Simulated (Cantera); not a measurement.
A perfectly stirred reactor is fed with C₃H₈ : O₂ : N₂ = 1 : 4.55 : 33.2 (molar parts), equivalence ratio 1.1, at 1.00 bar; it is adiabatic with a 548 K inlet, and is followed from long to short residence time, starting on the burning branch (τ in s: 0.031, 0.015, 0.0068, 0.0032, 0.0015, 0.00069, 0.00032, 0.00015, 7e-05).

Cantera simulation using GRI-Mech 3.0 (53 species, 325 reactions); the numbers are that mechanism's predictions, not measurements. GRI-Mech 3.0 was tuned for natural gas; its chemistry of propane as a main component is partial and can be far from experiment.

### Question
Predict: blow-out, bracketed by the residence times tried; x(C₃H₈) at τ = 31.0 ms; x(O₂) at τ = 31.0 ms; x(N₂O) at τ = 31.0 ms; x(C₂H₆) at τ = 31.0 ms; x(NO₂) at τ = 31.0 ms; x(C₃H₈) at τ = 1.50 ms; x(O₂) at τ = 1.50 ms; x(N₂O) at τ = 1.50 ms; x(C₂H₆) at τ = 1.50 ms; x(NO₂) at τ = 1.50 ms.

### Answer
blow-out, bracketed by the residence times tried: burning at 0.690 ms, out at 0.320 ms
x(C₃H₈) at τ = 31.0 ms: 1.41e-6
x(O₂) at τ = 31.0 ms: 0.00122
x(N₂O) at τ = 31.0 ms: 4.20e-8
x(C₂H₆) at τ = 31.0 ms: 3.46e-9
x(NO₂) at τ = 31.0 ms: 5.21e-9
x(C₃H₈) at τ = 1.50 ms: 1.38e-5
x(O₂) at τ = 1.50 ms: 0.00545
x(N₂O) at τ = 1.50 ms: 5.60e-8
x(C₂H₆) at τ = 1.50 ms: 6.21e-8
x(NO₂) at τ = 1.50 ms: 4.90e-9
